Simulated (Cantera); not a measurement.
Mixture: H₂ : O₂ : N₂ = 1 : 0.385 : 1.45 (molar parts), at 0.306 atm, adiabatic and at constant volume. Ignition delay is the time to a rise of 400 K.

Model: GRI-Mech 3.0 (53 species, 325 reactions), integrated in Cantera. Where the delays flatten at high temperature, the 400 K rule measures the pace of heat release, not the induction time.

Problem. What does this change do: H2 1 to 1.5 parts?

Solution. 
```json
[
 {"quantity": "delay at 1050 K", "before": "0.359 ms", "after": "0.395 ms"},
 {"quantity": "delay at 1150 K", "before": "0.192 ms", "after": "0.208 ms"},
 {"quantity": "delay at 1250 K", "before": "0.121 ms", "after": "0.130 ms"},
 {"quantity": "delay at 1350 K", "before": "88.5 µs", "after": "93.7 µs"},
 {"quantity": "delay at 1450 K", "before": "73.2 µs", "after": "76.8 µs"},
 {"quantity": "delay at 1550 K", "before": "67.7 µs", "after": "70.4 µs"}
]
```
